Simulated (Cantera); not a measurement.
What does this Cantera script print?

```python
import numpy as np
import cantera as ct

gas = ct.Solution("h2o2.yaml")
gas.TPX = 400, 310000, {'H2': 1, 'O2': 0.312, 'N2': 1.17}
flame = ct.FreeFlame(gas, width=0.018)
flame.set_refine_criteria(ratio=3, slope=0.08, curve=0.16)
flame.transport_model = "mixture-averaged"
flame.solve(loglevel=0, auto=True)
z, T = flame.grid, flame.T
thick = (T[-1] - T[0]) / np.gradient(T, z).max()
show = ['H2', 'O2', 'H', 'HO2', 'OH', 'O']
print(f"laminar burning velocity  {flame.velocity[0] * 100:.3f} cm/s")
print(f"burnt temperature         {T[-1]:.1f} K")
print(f"thermal thickness         {thick * 1e3:.4f} mm")
print(f"grid points               {len(z)}")
z0 = z[flame.heat_release_rate.argmax()]
print(f"{'z/mm':>9s}{'T/K':>9s}{'u/(m/s)':>9s}" + "".join(f"{s:>11s}" for s in show))
rows = []
for k in (-3, -2, -1.5, -1, -0.5, -0.25, 0, 0.25, 0.5, 1, 2, 4, 8):
    zz = z0 + k * thick
    rows.append([k * thick, np.interp(zz, z, T), np.interp(zz, z, flame.velocity),
                 *(np.interp(zz, z, flame.X[gas.species_index(s)]) for s in show)])
    print(f"{rows[-1][0] * 1e3:9.3f}{rows[-1][1]:9.1f}{rows[-1][2]:9.3f}" + "".join(f"{x:11.3e}" for x in rows[-1][3:]))
```

It prints:

```
laminar burning velocity  487.306 cm/s
burnt temperature         2295.6 K
thermal thickness         0.0855 mm
grid points               108
     z/mm      T/K  u/(m/s)         H2         O2          H        HO2         OH          O
   -0.256    400.0    4.873  4.029e-01  1.257e-01  9.299e-16  6.797e-12  8.384e-15  1.311e-12
   -0.171    400.0    4.873  4.029e-01  1.257e-01  5.534e-14  6.678e-10  5.049e-13  7.490e-11
   -0.128    400.0    4.873  4.028e-01  1.257e-01  7.974e-13  1.151e-08  7.995e-12  8.855e-10
   -0.085    400.6    4.876  4.024e-01  1.258e-01  1.494e-10  5.392e-07  1.871e-09  2.199e-08
   -0.043    438.4    5.266  3.928e-01  1.272e-01  1.113e-05  2.622e-04  2.535e-05  4.139e-06
   -0.021    750.0    8.693  3.529e-01  1.206e-01  3.259e-03  6.674e-04  1.171e-03  2.176e-04
    0.000   1203.5   13.535  2.782e-01  9.085e-02  2.214e-02  2.604e-04  2.098e-03  1.947e-03
    0.021   1525.3   16.960  2.023e-01  4.510e-02  4.588e-02  1.118e-04  4.601e-03  3.892e-03
    0.043   1698.2   18.786  1.623e-01  1.717e-02  5.657e-02  4.064e-05  6.334e-03  3.480e-03
    0.085   1851.1   20.329  1.469e-01  3.329e-03  5.377e-02  7.631e-06  7.362e-03  2.257e-03
    0.171   1980.8   21.574  1.512e-01  1.164e-03  4.096e-02  2.767e-06  7.048e-03  1.416e-03
    0.342   2091.8   22.604  1.569e-01  5.908e-04  2.824e-02  1.440e-06  5.818e-03  7.522e-04
    0.684   2177.5   23.377  1.615e-01  2.572e-04  1.801e-02  6.583e-07  4.212e-03  3.304e-04
```

Detailed kinetics in Cantera: the H2/O2 subset of GRI-Mech 3.0, which has no nitrogen chemistry. The hydrogen kinetics of GRI-Mech 3.0 are dated; newer H2 mechanisms differ, most at raised pressure. Burning velocities carry a grid error of a few per cent, more on coarse grids.
